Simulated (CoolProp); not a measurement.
Computed with CoolProp (reference Helmholtz-energy equation of state, Guder 2009).

Give the vapour pressure (MPa), liquid density (kg/m³), liquid cp (kJ/(kg K)), surface tension (mN/m) of saturated sulfur hexafluoride at -28.05, 7.15 °C.


```tsv
T (°C)	p (MPa)	liquid density (kg/m³)	liquid cp (kJ/(kg K))	surface tension (mN/m)
-28.05	0.527	1730	0.908	8.32
7.15	1.52	1500	1.09	3.63
```

Surface tension comes from a separate correlation (Mulero 2012).
